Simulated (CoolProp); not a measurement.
Vapour-liquid equilibrium of CH2F2 (R32) (1) + R227EA (2) at -74.25 °C; x and y are mole fractions of (1).

The numbers come from the multi-fluid Helmholtz-energy mixture model, Tillner-Roth 1997 and Lemmon 2016; pair parameters Bell 2016 in CoolProp.

```
x     bubble pressure (MPa)  y at the bubble point  dew pressure at overall composition x (MPa)  liquid density (mol/L)
----  ---------------------  ---------------------  -------------------------------------------  ----------------------
0.05               0.005309                  0.403                                     0.003491                   10.50
0.15               0.009274                  0.692                                          ___                     ___
0.25                    ___                  0.802                                     0.004332                   12.05
0.35                0.01594                    ___                                     0.004925                   12.98
0.45                0.01839                  0.890                                     0.005707                   14.05
0.55                    ___                  0.912                                     0.006784                   15.28
0.65                0.02198                  0.929                                     0.008361                   16.72
0.75                0.02346                  0.945                                      0.01088                   18.42
0.85                0.02495                  0.963                                      0.01548                   20.48
0.95                0.02660                  0.985                                      0.02391                   22.99
```

Problem. Complete the blanks.

Solution. 
- 0.15, dew pressure at overall composition x (MPa): 0.003866
- 0.15, liquid density (mol/L): 11.23
- 0.25, bubble pressure (MPa): 0.01289
- 0.35, y at the bubble point: 0.857
- 0.55, bubble pressure (MPa): 0.02035

No azeotrope shows between x = 0.05 and 0.95.

The pair parameters rest on a limited set of measurements; away from them the model extrapolates.
